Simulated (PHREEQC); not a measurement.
0.18 g of hydrous ferric oxide (600 m²/g; 0.2 weak and 0.005 strong sites per Fe, Dzombak-Morel constants, diffuse double layer) in 1 kg of water with 0.1 mol/kgw of an inert sodium salt, at 25 °C; the pH is set by adding NaOH or the inert anion's acid. O2 is buffered at 0.21 atm. No CO2 enters from the air. Nothing may precipitate in this run.

Base run: PHREEQC, ion-association model, wateq4f.dat. Each further column changes one thing. The table gives surface charge σ (C/m²).

```
pH    base  background salt from 0.1 to 0.01 mol/kgw  oxide from 0.18 to 0.9 g/kgw  0.0013 mol/kgw Na2SeO4 added
--  ------  ----------------------------------------  ----------------------------  ----------------------------
3    0.363                                         ?                         0.363                             ?
4    0.321                                     0.216                         0.321                         0.087
5    0.215                                     0.113                         0.215                             ?
6    0.111                                         ?                         0.111                         0.060
7    0.045                                         ?                         0.045                         0.035
8    0.004                                         ?                         0.004                         0.003
9   -0.034                                         ?                        -0.034                        -0.035
```

Problem. Complete the blanks.

Solution. 
- 3, background salt from 0.1 to 0.01 mol/kgw: 0.325
- 3, 0.0013 mol/kgw Na2SeO4 added: 0.089
- 5, 0.0013 mol/kgw Na2SeO4 added: 0.080
- 6, background salt from 0.1 to 0.01 mol/kgw: 0.050
- 7, background salt from 0.1 to 0.01 mol/kgw: 0.017
- 8, background salt from 0.1 to 0.01 mol/kgw: 0.001
- 9, background salt from 0.1 to 0.01 mol/kgw: -0.013

The oxide is taken as insoluble; below pH 4 it would dissolve.
